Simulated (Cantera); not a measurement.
Feed: 1 mol SiC, 0.11 mol H₂O, 450 mol H₂, equilibrated at 900 °C.

These are equilibrium values from Cantera (NASA tables, ideal gas, pure condensed phases), not measurements of a reactor. Candidate condensed phases: C, C₆H₆, C₇H₈, C₈H₁₈, H₂O, Si, SiC, SiO₂; 123 gas species. Mutual solubility and eutectic melting of coexisting phases are not modelled. The tables hold silica as quartz up to 1696 K and as liquid above; real silica turns to tridymite and cristobalite and melts near 1996 K. Rates play no part.

x: gas mole fraction; n: condensed amount in mol.

```csv
P (Pa),x H₂,x CH₄,x CO,x SiO,x H,n SiC(s),n SiO₂(β-quartz),n Si(s)
0.100,1.000,3.57e-10,0.000122,0.000122,0.000118,0.945,0,0
1,1.000,3.57e-9,0.000122,0.000122,3.74e-5,0.945,0,0
10,1.000,3.57e-8,0.000122,0.000122,1.18e-5,0.945,0,0
100,1.000,4.65e-7,0.000101,5.93e-5,3.74e-6,0.954,0.0189,0
1000,1.000,1.71e-5,7.10e-5,3.10e-6,1.18e-6,0.960,0.0383,0
10000,1.000,0.000116,[?],[?],[?],0.946,0.0540,0
100000,1.000,0.000122,[?],[?],[?],0.945,0.0550,0
1000000,1.000,0.000277,1.47e-10,2.43e-8,3.74e-8,0.875,0.0550,0.0668
```

Question: Some entries are withheld; supply them.

Answer: 
- 100000, x CO: 1.36e-8
- 100000, x SiO: 1.16e-7
- 100000, x H: 1.18e-7
- 10000, x CO: 3.99e-6
- 10000, x SiO: 3.75e-7
- 10000, x H: 3.74e-7
